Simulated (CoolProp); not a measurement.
The fluoroketone C6F12O (FK-5-1-12) along the isobar 533 kPa: fugacity coefficient from the reference equation and from simpler models built on Tc = 168.7 °C, pc = 1869 kPa, ω = 0.471; each cubic takes its own stable root.

Values from CoolProp's reference Helmholtz-energy equation of state, McLinden 2015.

```
T (°C)   phase  reference
------  ------  ---------
38.35   liquid     0.1276
43.15   liquid     0.1512
47.95   liquid     0.1780
52.85   liquid     0.2088
57.65   liquid     0.2425
62.45   liquid     0.2799
67.25   liquid     0.3212
72.05   liquid     0.3665
76.95   liquid     0.4170
81.75   liquid     0.4707
86.55   liquid     0.5287
91.35   liquid     0.5911
96.25   liquid     0.6592
101.05  liquid     0.7303
```

Q: How far does each simpler model (Soave-Redlich-Kwong, Peng-Robinson) lie from the reference over these 14 states: mean and median of the absolute difference, and the worst?

A: 
- Soave-Redlich-Kwong: mean 1.5 %, median 1.6 %, worst +1.9 % at 101.05 °C and 533 kPa
- Peng-Robinson: mean 0.2 %, median 0.2 %, worst +0.9 % at 38.35 °C and 533 kPa
